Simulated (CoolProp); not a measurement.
A closed Brayton cycle with nitrogen: compressor inlet 324.15 K and 6 MPa, high pressure 20.9 MPa, turbine inlet 675 K, compressor efficiency 0.8, turbine efficiency 0.93, recuperator effectiveness 0.9 (on enthalpy, no pinch check). Each further row changes one setting.

Values from CoolProp's reference Helmholtz-energy equation of state, Span 2000.

```
case                           thermal efficiency (%)  net work (kJ/kg)  compressor to turbine work  compressor exit (K)  turbine exit (K)
-----------------------------  ----------------------  ----------------  --------------------------  -------------------  ----------------
as stated                                         8.8              17.5                        0.92                499.3             489.9
turbine inlet 625 K                               ___               ___                         ___                499.3             452.1
compressor inlet 334.15 K                         ___               ___                        0.95                  ___             489.9
high pressure 17.8 MPa                           12.3              23.4                         ___                  ___             510.7
recuperator effectiveness 0.5                     8.8              17.5                        0.92                499.3             489.9
```

Question: Complete the blanks.

Answer: 
- turbine inlet 625 K, thermal efficiency (%): 1.3
- turbine inlet 625 K, net work (kJ/kg): 1.88
- turbine inlet 625 K, compressor to turbine work: 0.99
- compressor inlet 334.15 K, thermal efficiency (%): 6.3
- compressor inlet 334.15 K, net work (kJ/kg): 11.4
- compressor inlet 334.15 K, compressor exit (K): 514.5
- high pressure 17.8 MPa, compressor to turbine work: 0.87
- high pressure 17.8 MPa, compressor exit (K): 473.2
